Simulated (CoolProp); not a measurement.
A closed Brayton cycle with carbon dioxide: compressor inlet 316.15 K and 8.8 MPa, high pressure 18.6 MPa, turbine inlet 810 K, compressor efficiency 0.8, turbine efficiency 0.85, recuperator effectiveness 0.9 (on enthalpy, no pinch check). Each further row changes one setting.

Values from CoolProp's reference Helmholtz-energy equation of state, Span 1996.

```
case                           thermal efficiency (%)  net work (kJ/kg)  compressor to turbine work  compressor exit (K)  turbine exit (K)
-----------------------------  ----------------------  ----------------  --------------------------  -------------------  ----------------
as stated                                        28.7              63.8                        0.31                365.1             725.3
turbine inlet 760 K                              27.3                 …                        0.33                365.1             678.4
compressor inlet 326.15 K                        27.7                 …                           …                    …             725.3
high pressure 15.8 MPa                              …              51.9                           …                354.2                 …
recuperator effectiveness 0.5                       …              63.8                        0.31                365.1             725.3
```

Q: Complete the blanks.

A: 
- turbine inlet 760 K, net work (kJ/kg): 57.3
- compressor inlet 326.15 K, net work (kJ/kg): 55.2
- compressor inlet 326.15 K, compressor to turbine work: 0.40
- compressor inlet 326.15 K, compressor exit (K): 387.3
- high pressure 15.8 MPa, thermal efficiency (%): 26.3
- high pressure 15.8 MPa, compressor to turbine work: 0.29
- high pressure 15.8 MPa, turbine exit (K): 743.5
- recuperator effectiveness 0.5, thermal efficiency (%): 16.3
